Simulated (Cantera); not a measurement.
Mixture: 7.47 % CH4, 0.299 % C2H6, 0.314 % C3H8, 12.5 % O2, 68.9 % N2, 10.5 % H2O, at 4.30 bar, adiabatic and at constant pressure. Ignition delay is the time to a rise of 400 K.

Detailed kinetics in Cantera: GRI-Mech 3.0 (53 species, 325 reactions).

### Question
At T0 = 1350 K, what is the delay, and which 6 reactions control it most (d ln τ / d ln k, from doubling and halving each rate constant)?

### Answer
The delay is 0.991 ms.
| reaction | d ln τ / d ln k | faster rate |
|---|---|---|
| H + O2 <=> O + OH | -0.46 | shortens it |
| 2 CH3 (+M) <=> C2H6 (+M) | 0.41 | lengthens it |
| CH3 + HO2 <=> CH3O + OH | -0.38 | shortens it |
| CH4 + H <=> CH3 + H2 | 0.35 | lengthens it |
| C2H5 + CH3 (+M) <=> C3H8 (+M) | -0.30 | shortens it |
| CH4 + OH <=> CH3 + H2O | 0.29 | lengthens it |
